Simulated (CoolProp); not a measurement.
Vapour-liquid equilibrium of CH2F2 (R32) (1) + R1234yf (2) at 0.00127 MPa; x and y are mole fractions of (1).

The numbers come from the multi-fluid Helmholtz-energy mixture model, Tillner-Roth 1997 and Lemmon 2022; pair parameters Bell 2023 in CoolProp.

```
x     bubble temperature, mixture model (K)  bubble temperature, Raoult's law (K)  y, mixture model  y, Raoult's law
----  -------------------------------------  ------------------------------------  ----------------  ---------------
0.05                                  172.9                                 174.6             0.300            0.171
0.15                                  168.7                                 172.2             0.589            0.414
0.25                                  166.2                                 170.3             0.717            0.576
0.35                                  164.7                                 168.6               [?]            0.690
0.45                                  163.7                                 167.2               [?]            0.774
0.55                                  163.1                                 166.0             0.847            0.838
0.65                                  162.7                                 164.9             0.867            0.888
0.75                                    [?]                                 163.9             0.887            0.929
0.85                                  162.2                                 163.0               [?]            0.961
0.95                                  161.9                                 162.2             0.961            0.988
```

### Question
Some entries are withheld; supply them.

### Answer

- 0.35, y, mixture model: 0.783
- 0.45, y, mixture model: 0.822
- 0.75, bubble temperature, mixture model (K): 162.4
- 0.85, y, mixture model: 0.914

The largest gap from Raoult's law is -4.1 K in bubble temperature, at x = 0.25. No azeotrope shows between x = 0.05 and 0.95.

Pair parameters are fitted to limited data, so mixtures are less certain than the pure fluids.
